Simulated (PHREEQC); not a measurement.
Solution (25 °C): 0.0082 mol/kgw TMAH, 1.9e-05 mol/kgw CO2 and 0.016 mol/kgw K2CO3. Closed to the air; pH follows from the charge balance.

Equilibrium calculation in PHREEQC: ion-association model, phreeqc.dat.

This is a speciation only: nothing precipitates in the calculation.

Question: Predict the pH, ionic strength.

Answer: pH 11.83; ionic strength 0.0559 mol/kgw.

Question: In which forms is C present?

Answer: CO3-2 98 %, HCO3- 1.7 % of the C.

(CH3)4N+ isn't in the database: it is added as a free cation with an ion size of 4 Å.
